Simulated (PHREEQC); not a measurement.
Make-up at 25 °C: 0.27 mol/kgw Ni(NO3)2 and 0.0081 mol/kgw HCl. Closed to the air; pH follows from the charge balance.

All values are PHREEQC results (ion-association model, wateq4f.dat), not measurements.

Question: The ionic strength comes out as 0.816 mol/kgw. What activity coefficients do NiCl+, Ni+2, NO3-, Cl-, H+ get?

Answer: NiCl+ 0.76, Ni+2 0.34, NO3- 0.57, Cl- 0.61, H+ 0.75.

No solid was allowed to form. Caution: at this ionic strength the ion-association model is outside its range; a Pitzer model would be the better tool where its parameters exist. Species that the database lacks are ignored.
